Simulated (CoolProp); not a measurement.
Saturated liquid density (kg/m³) of nitrogen: the reference equation beside estimates from Tc = 126.2 K, pc = 3.396 MPa, ω = 0.037.

Values from CoolProp's reference Helmholtz-energy equation of state, Span 2000.

```tsv
T (K)	reference	van der Waals	Redlich-Kwong	Soave-Redlich-Kwong	Peng-Robinson
99.8	690.6	472.4	669.5	668.7	757.9
102.4	674.5	___	648.5	648.2	734.7
105	657.5	448.3	626.2	626.5	709.8
107.6	639.4	435.2	602.4	603.2	___
110.2	619.9	___	576.9	578.1	654.1
112.7	599.4	___	550.4	551.9	623.7
115.3	575.8	389.2	520.2	521.9	588.7
117.9	548.9	370.1	486.4	488.2	549.1
120.5	516.6	347.7	447.2	449.0	502.9
123.1	474.2	319.4	398.6	400.1	445.1
```

**Question.** Complete the blanks.

**Answer.** 
- 102.4, van der Waals: 460.7
- 107.6, Peng-Robinson: 683.1
- 110.2, van der Waals: 421.0
- 112.7, van der Waals: 406.2

Absolute difference from the reference over all 10 rows, mean and median: van der Waals 32.2 and 32.2 %, Redlich-Kwong 8.3 and 7.6 %, Soave-Redlich-Kwong 8.1 and 7.3 %, Peng-Robinson 5.4 and 5.8 %.
